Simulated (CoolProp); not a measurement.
A simple Rankine cycle with R22: condensing at 290.15 K, boiler at 4.18 MPa, turbine inlet 375 K, turbine efficiency 0.6, pump efficiency 0.7, no recuperator. Each further row changes one setting.

Model: reference Helmholtz-energy equation of state, Kamei 1995, in CoolProp.

```csv
case,thermal efficiency (%),net work (kJ/kg),heat in (kJ/kg),turbine exit temperature (K),volume ratio over the turbine
as stated,8.5,18.0,211,293.8,___
turbine inlet 395 K,9.2,21.6,236,320.9,5.04
condensing temperature 282.15 K,9.5,21.0,221,285.2,6.64
boiler pressure 2.93 MPa,___,___,232,___,___
turbine efficiency 0.5,___,___,211,___,5.42
```

Question: Some entries are withheld; supply them.

Answer: 
- as stated, volume ratio over the turbine: 5.28
- boiler pressure 2.93 MPa, thermal efficiency (%): 7.6
- boiler pressure 2.93 MPa, net work (kJ/kg): 17.7
- boiler pressure 2.93 MPa, turbine exit temperature (K): 320.5
- boiler pressure 2.93 MPa, volume ratio over the turbine: 3.48
- turbine efficiency 0.5, thermal efficiency (%): 6.8
- turbine efficiency 0.5, net work (kJ/kg): 14.4
- turbine efficiency 0.5, turbine exit temperature (K): 298.3
